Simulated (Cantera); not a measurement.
Input (Python, Cantera):

```python
import numpy as np
import cantera as ct

gas = ct.Solution("gri30.yaml")


def delay(T, t_max=10):
    gas.TPX = T, 130000, {'CH4': 1, 'CO': 0.54, 'O2': 1.34, 'N2': 6.01}
    reactor = ct.IdealGasReactor(gas, clone=False)
    net = ct.ReactorNet([reactor])
    net.rtol, net.atol = 1e-8, 1e-16
    while net.time < t_max:
        t_old, T_old = net.time, reactor.T
        net.step()
        if reactor.T > T + 400:  # ignition: a rise of 400 K
            return t_old + (T + 400 - T_old) / (reactor.T - T_old) * (net.time - t_old)
    return np.nan


taus = []
for T in [1000, 1050, 1100, 1150, 1200, 1250, 1300, 1350]:
    taus.append(delay(T))
    print(f"T0 = {T:6g} K   tau = {taus[-1]:.4e} s")
```

Output:

```
T0 =   1000 K   tau = 2.7262e+00 s
T0 =   1050 K   tau = 1.0287e+00 s
T0 =   1100 K   tau = 4.1412e-01 s
T0 =   1150 K   tau = 1.7642e-01 s
T0 =   1200 K   tau = 7.8952e-02 s
T0 =   1250 K   tau = 3.6879e-02 s
T0 =   1300 K   tau = 1.7896e-02 s
T0 =   1350 K   tau = 8.9986e-03 s
```

Computed with Cantera and GRI-Mech 3.0 (53 species, 325 reactions).
